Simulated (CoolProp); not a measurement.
Saturation properties of ethylene (Tc = 282.4 K, pc = 5042 kPa, ω = 0.087).

Computed with CoolProp (reference Helmholtz-energy equation of state, Smukala 2000).

```csv
T (K),p (kPa),enthalpy of vaporisation (kJ/kg),vapour Z
167.3,89.50,485.4,0.9696
175.4,142.5,473.5,0.9577
183.6,[?],460.7,0.9430
191.7,319.1,447.3,0.9256
199.8,[?],432.8,[?]
208,623.9,[?],0.8815
216.1,837.0,399.9,0.8548
224.2,1099,381.0,0.8245
232.4,1420,359.9,0.7899
240.5,1798,336.3,[?]
248.6,2245,309.4,0.7074
```

Fill in the missing entries.


- 183.6, p (kPa): 218.0
- 199.8, p (kPa): 451.8
- 199.8, vapour Z: 0.9052
- 208, enthalpy of vaporisation (kJ/kg): 417.0
- 240.5, vapour Z: 0.7513

It boils at 169.4 K under 1 atm.
